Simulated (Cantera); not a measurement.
An isothermal, constant-pressure homogeneous reactor starts with 33.3 % CH₄, 66.7 % N₂, at 1650 K and 0.0267 bar.

Model: GRI-Mech 3.0 (53 species, 325 reactions), integrated in Cantera. GRI-Mech 3.0 stops at C3 and has no aromatics, soot or wall deposition, so with more carbon than oxygen in the feed, carbon stays in small species such as C2H2 where larger ones or solid carbon would form. Radical loss at walls, strong at low pressure, is not modelled.

x: mole fraction; the columns are a selection and need not sum to one.

```
t (s)       x CH₄     x CH₃    x C₂H₂     x HCN    x C₂H₆     x CH₂
--------  -------  --------  --------  --------  --------  --------
0.000500    0.333   6.85e-5  1.30e-10    <1e-12   2.52e-8  7.12e-10
0.00104     0.333  0.000143   2.73e-9    <1e-12   2.08e-7   2.99e-9
0.00217     0.333       [?]       [?]    <1e-12       [?]       [?]
0.00453     0.332  0.000601   1.17e-6  1.24e-12   9.92e-6   4.98e-8
0.00943     0.331   0.00119   2.47e-5  1.14e-11   5.00e-5   1.83e-7
0.0197      0.321   0.00214  0.000523  2.16e-10  0.000184   5.64e-7
0.0410        [?]       [?]       [?]       [?]       [?]       [?]
0.0854      0.203   0.00212    0.0398   2.97e-8  0.000175   8.31e-7
0.178       0.133   0.00141    0.0718   8.93e-8   7.34e-5   5.85e-7
0.371      0.0767  0.000876    0.0950   2.07e-7   2.68e-5   4.16e-7
0.773      0.0375  0.000490     0.110   4.18e-7   7.69e-6   2.81e-7
1.61       0.0156  0.000240     0.119   7.47e-7   1.67e-6   1.69e-7
3.36      0.00602  0.000105     0.123   1.17e-6   2.97e-7   8.60e-8
7.00      0.00244   4.46e-5     0.124   1.62e-6   5.32e-8   3.91e-8
```

### Question
Complete the blanks.

### Answer

- 0.00217, x CH₃: 0.000295
- 0.00217, x C₂H₂: 5.62e-8
- 0.00217, x C₂H₆: 1.56e-6
- 0.00217, x CH₂: 1.24e-8
- 0.0410, x CH₄: 0.280
- 0.0410, x CH₃: 0.00282
- 0.0410, x C₂H₂: 0.00813
- 0.0410, x HCN: 4.37e-9
- 0.0410, x C₂H₆: 0.000323
- 0.0410, x CH₂: 1.04e-6
